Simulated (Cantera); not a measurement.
Cantera run:

```python
import numpy as np
import cantera as ct

gas_names = """
    CL CL2 H HCL H2 N NH NH2 NH3 N2 N2H2 N2H4 Si SiCL SiCL2 SiCL3 SiCL4 SiH SiHCL3 SiH2 SiH2CL2 SiH3
    SiH3CL SiH4 SiN Si2 Si2N Si3
""".split()
cond_names = """
    NH4CL(a) NH4CL(b) Si(cr) Si(L) Si3N4(a)
""".split()


# ... load() reads the species with a 1 bar reference pressure and builds the phases ...
atoms = {
    'SiHCl3': {'Si': 1, 'H': 1, 'CL': 3},
    'HCl': {'H': 1, 'CL': 1},
    'N2': {'N': 2},
}
top_T = {'Si3N4(a)': 2400}  # K; cautious upper limits of use, not melting points


# ... equilibrate(T, P, feed) seeds the gas with the atoms and calls Mixture.equilibrate('TP', solver="vcs", rtol=1e-11, max_steps=5000) ...
results = []
feed = {'SiHCl3': 1, 'HCl': 0.082, 'N2': 170}  # mol
T = 1175  # K
P = 1100  # Pa
mix = equilibrate(T, P, feed)
results.append((T, P, feed, dict(zip(mix.species_names, mix.species_moles))))
x = sorted(zip(gas.X, gas.species_names), reverse=True)
print(f"T = {T:g} K  P = {P:g} Pa  gas = {mix.phase_moles(0):.4g} mol")
print("   x: " + "  ".join(f"{s} {v:.3e}" for v, s in x if v > 1e-05))
print("   condensed (mol): " + ("  ".join(f"{mix.phase(i).name} {mix.phase_moles(i):.4g}"
      for i in range(1, mix.n_phases) if mix.phase_moles(i) > 1e-12) or "none"))
```

Result:

```
T = 1175 K  P = 1100 Pa  gas = 171.3 mol
   x: N2 9.908e-01  HCL 6.050e-03  SiCL4 2.843e-03  SiCL3 1.430e-04  H2 1.329e-04  SiCL2 7.032e-05
   condensed (mol): Si3N4(a) 0.1588
```

Equilibrium computed with Cantera from the NASA thermochemical tables; the gas is ideal and each condensed phase is pure. N2 is the only nitrogen source here; it is nearly inert below about 1500 K, so the nitride shown seldom forms there in practice. The tables' values for SiCl3 are old estimates; treat these amounts as uncertain.
